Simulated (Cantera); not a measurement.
Feed: 1 mol SiCl₄, 8 mol NH₃, equilibrated at 925 °C and 0.590 bar.

Equilibrium computed with Cantera from the NASA thermochemical tables; the gas is ideal and each condensed phase is pure. Candidate condensed phases: NH₄Cl, Si, Si₃N₄; 28 gas species. The tables' values for SiCl₃ are old estimates; treat these amounts as uncertain. Rates play no part.

Base state: H₂ 0.583, HCl 0.220, N₂ 0.194, SiCl₄ 0.00268, SiHCl₃ 0.000192, SiCl₃ 4.73e-5, NH₃ 2.23e-5 (mole fractions); condensed: Si₃N₄(s).

### Question
What changes in the equilibrium state with this change: NH₃ from 8 to 0.37 mol?

### Answer
```json
[
 {"species": "SiCl₄", "before": "0.00268", "after": "0.472"},
 {"species": "HCl", "before": "0.220", "after": "0.321"},
 {"species": "H₂", "before": "0.583", "after": "0.147"},
 {"species": "N₂", "before": "0.194", "after": "0.0514"},
 {"species": "SiCl₃", "before": "4.73e-5", "after": "0.00285"},
 {"species": "SiHCl₃", "before": "0.000192", "after": "0.00580"},
 {"species": "SiCl₂", "before": "7.38e-6", "after": "0.000152"},
 {"species": "NH₃", "before": "2.23e-5", "after": "1.45e-6"},
 {"species": "Si₃N₄(s), mol", "before": "0.316", "after": "0.0466"}
]
```
